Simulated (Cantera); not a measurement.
**Ignition delay**

Mixture: C₃H₈ : O₂ : N₂ = 1 : 6 : 45.9 (molar parts), equivalence ratio 0.83, at 3750 Torr, adiabatic and at constant pressure. Ignition delay is the time to a rise of 400 K.

Computed with Cantera and GRI-Mech 3.0 (53 species, 325 reactions). GRI-Mech 3.0 was tuned for natural gas; its chemistry of propane as a main component is partial and can be far from experiment.

```csv
T0 (K),delay (ms)
1223,2.63
1273,1.06
1323,0.461
1373,0.217
1423,0.111
1473,0.0609
1523,0.0361
1573,0.0229
1623,0.0154
```

The apparent activation energy between 1523 and 1623 K comes out as 170 kJ/mol.
